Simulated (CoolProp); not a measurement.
p-xylene at several states: density (kg/m³) from the reference equation and from simpler models built on Tc = 616.2 K, pc = 35.32 bar, ω = 0.324; each cubic takes its own stable root.

The numbers come from the reference Helmholtz-energy equation of state, Zhou 2012 in CoolProp.

```csv
T (K),p (bar),phase,reference
585.1,0.134,gas,0.2929
551.1,0.517,gas,1.208
538.5,79.9,liquid,634.2
344,0.3,liquid,816.4
508.5,26.7,liquid,650.5
```

Question: How far does each simpler model (van der Waals, Redlich-Kwong, Soave-Redlich-Kwong) lie from the reference over these 5 states: mean and median of the absolute difference, and the worst?

Answer: 
- van der Waals: mean 35.9 %, median 37.6 %, worst -99.9 % at 344 K and 0.3 bar
- Redlich-Kwong: mean 27.1 %, median 16.4 %, worst -99.9 % at 344 K and 0.3 bar
- Soave-Redlich-Kwong: mean 8.2 %, median 13.1 %, worst -14.3 % at 508.5 K and 26.7 bar

At some of these states van der Waals, Redlich-Kwong gives the other phase, because its saturation line lies elsewhere.
